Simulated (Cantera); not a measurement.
Feed: 1 mol SiHCl₃, 280 mol H₂, 0.054 mol C₂H₂, held at 10.0 Torr.

Cantera equilibrium calculation (NASA polynomials, part measured and part estimated; ideal gas, pure solids and liquids). Candidate condensed phases: C, C₆H₆, C₇H₈, C₈H₁₈, Si, SiC; 109 gas species. Mutual solubility and eutectic melting of coexisting phases are not modelled. The tables' values for SiCl are old estimates; treat these amounts as uncertain. Gases not in the tables: Si₂H₆ and higher silanes. Rates play no part.

Problem. At 1627 °C, list the 5 most abundant gas species with their mole fractions, and the condensed phases.

Solution. H₂ 0.982, HCl 0.00994, H 0.00681, Si 0.000946, SiCl₂ 0.000272. Condensed: Si(l) + SiC(s).
